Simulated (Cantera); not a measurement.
What does this Cantera script print?

```python
import numpy as np
import cantera as ct

gas_names = """
    F F2 H HF H2 H2F2 H3F3 H4F4 H5F5 H6F6 H7F7 N NF NF2 NF3 NH NH2 NH3 N2 N2H2 N2H4 Si SiF SiF2 SiF3
    SiF4 SiH SiHF3 SiH2 SiH2F2 SiH3 SiH3F SiH4 SiN Si2 Si2N Si3
""".split()
cond_names = """
    Si(cr) Si(L) Si3N4(a)
""".split()


# ... load() reads the species with a 1 bar reference pressure and builds the phases ...
atoms = {
    'SiF4': {'Si': 1, 'F': 4},
    'N2': {'N': 2},
    'H2': {'H': 2},
}
top_T = {'Si3N4(a)': 2400}  # K; cautious upper limits of use, not melting points


# ... equilibrate(T, P, feed) seeds the gas with the atoms and calls Mixture.equilibrate('TP', solver="vcs", rtol=1e-11, max_steps=5000) ...
results = []
P = 89  # Pa
for T in [1100, 1125, 1150, 1175, 1200, 1225, 1250, 1275, 1300, 1325, 1350, 1375, 1400]:
    for m in [0.33, 0.53, 0.85, 1.4, 2.2, 3.5, 5.5, 8.8, 14, 23, 36, 58]:
        feed = {'SiF4': 1, 'N2': 37, 'H2': m}  # mol
        mix = equilibrate(T, P, feed)
        results.append((T, P, feed, dict(zip(mix.species_names, mix.species_moles))))

for T, P, feed, n in results:
    print(f"{T:7g} {feed['H2']:10.4g}  " + (" + ".join(c for c in cond_names if n.get(c, 0) > 1e-12) or "gas only"))
```

Output:

```
   1100       0.33  Si3N4(a)
   1100       0.53  Si3N4(a)
   1100       0.85  Si3N4(a)
   1100        1.4  Si3N4(a)
   1100        2.2  Si3N4(a)
   1100        3.5  Si3N4(a)
   1100        5.5  Si3N4(a)
   1100        8.8  Si3N4(a)
   1100         14  Si3N4(a)
   1100         23  Si3N4(a)
   1100         36  Si3N4(a)
   1100         58  Si3N4(a)
   1125       0.33  Si3N4(a)
   1125       0.53  Si3N4(a)
   1125       0.85  Si3N4(a)
   1125        1.4  Si3N4(a)
   1125        2.2  Si3N4(a)
   1125        3.5  Si3N4(a)
   1125        5.5  Si3N4(a)
   1125        8.8  Si3N4(a)
   1125         14  Si3N4(a)
   1125         23  Si3N4(a)
   1125         36  Si3N4(a)
   1125         58  Si3N4(a)
   1150       0.33  Si3N4(a)
   1150       0.53  Si3N4(a)
   1150       0.85  Si3N4(a)
   1150        1.4  Si3N4(a)
   1150        2.2  Si3N4(a)
   1150        3.5  Si3N4(a)
   1150        5.5  Si3N4(a)
   1150        8.8  Si3N4(a)
   1150         14  Si3N4(a)
   1150         23  Si3N4(a)
   1150         36  Si3N4(a)
   1150         58  Si3N4(a)
   1175       0.33  gas only
   1175       0.53  Si3N4(a)
   1175       0.85  Si3N4(a)
   1175        1.4  Si3N4(a)
   1175        2.2  Si3N4(a)
   1175        3.5  Si3N4(a)
   1175        5.5  Si3N4(a)
   1175        8.8  Si3N4(a)
   1175         14  Si3N4(a)
   1175         23  Si3N4(a)
   1175         36  Si3N4(a)
   1175         58  Si3N4(a)
   1200       0.33  gas only
   1200       0.53  gas only
   1200       0.85  gas only
   1200        1.4  Si3N4(a)
   1200        2.2  Si3N4(a)
   1200        3.5  Si3N4(a)
   1200        5.5  Si3N4(a)
   1200        8.8  Si3N4(a)
   1200         14  Si3N4(a)
   1200         23  Si3N4(a)
   1200         36  Si3N4(a)
   1200         58  Si3N4(a)
   1225       0.33  gas only
   1225       0.53  gas only
   1225       0.85  gas only
   1225        1.4  gas only
   1225        2.2  Si3N4(a)
   1225        3.5  Si3N4(a)
   1225        5.5  Si3N4(a)
   1225        8.8  Si3N4(a)
   1225         14  Si3N4(a)
   1225         23  Si3N4(a)
   1225         36  Si3N4(a)
   1225         58  Si3N4(a)
   1250       0.33  gas only
   1250       0.53  gas only
   1250       0.85  gas only
   1250        1.4  gas only
   1250        2.2  gas only
   1250        3.5  Si3N4(a)
   1250        5.5  Si3N4(a)
   1250        8.8  Si3N4(a)
   1250         14  Si3N4(a)
   1250         23  Si3N4(a)
   1250         36  Si3N4(a)
   1250         58  Si3N4(a)
   1275       0.33  gas only
   1275       0.53  gas only
   1275       0.85  gas only
   1275        1.4  gas only
   1275        2.2  gas only
   1275        3.5  gas only
   1275        5.5  Si3N4(a)
   1275        8.8  Si3N4(a)
   1275         14  Si3N4(a)
   1275         23  Si3N4(a)
   1275         36  Si3N4(a)
   1275         58  Si3N4(a)
   1300       0.33  gas only
   1300       0.53  gas only
   1300       0.85  gas only
   1300        1.4  gas only
   1300        2.2  gas only
   1300        3.5  gas only
   1300        5.5  gas only
   1300        8.8  Si3N4(a)
   1300         14  Si3N4(a)
   1300         23  Si3N4(a)
   1300         36  Si3N4(a)
   1300         58  Si3N4(a)
   1325       0.33  gas only
   1325       0.53  gas only
   1325       0.85  gas only
   1325        1.4  gas only
   1325        2.2  gas only
   1325        3.5  gas only
   1325        5.5  gas only
   1325        8.8  gas only
   1325         14  Si3N4(a)
   1325         23  Si3N4(a)
   1325         36  Si3N4(a)
   1325         58  Si3N4(a)
   1350       0.33  gas only
   1350       0.53  gas only
   1350       0.85  gas only
   1350        1.4  gas only
   1350        2.2  gas only
   1350        3.5  gas only
   1350        5.5  gas only
   1350        8.8  gas only
   1350         14  gas only
   1350         23  Si3N4(a)
   1350         36  Si3N4(a)
   1350         58  Si3N4(a)
   1375       0.33  gas only
   1375       0.53  gas only
   1375       0.85  gas only
   1375        1.4  gas only
   1375        2.2  gas only
   1375        3.5  gas only
   1375        5.5  gas only
   1375        8.8  gas only
   1375         14  gas only
   1375         23  gas only
   1375         36  gas only
   1375         58  Si3N4(a)
   1400       0.33  gas only
   1400       0.53  gas only
   1400       0.85  gas only
   1400        1.4  gas only
   1400        2.2  gas only
   1400        3.5  gas only
   1400        5.5  gas only
   1400        8.8  gas only
   1400         14  gas only
   1400         23  gas only
   1400         36  gas only
   1400         58  gas only
```

Method: chemical equilibrium by Gibbs-energy minimisation in Cantera with the NASA 1993 tables (ideal gas, pure condensed phases). N2 is the only nitrogen source here; it is nearly inert below about 1500 K, so the nitride shown seldom forms there in practice. The tables' values for SiF2, SiF3 are old estimates.
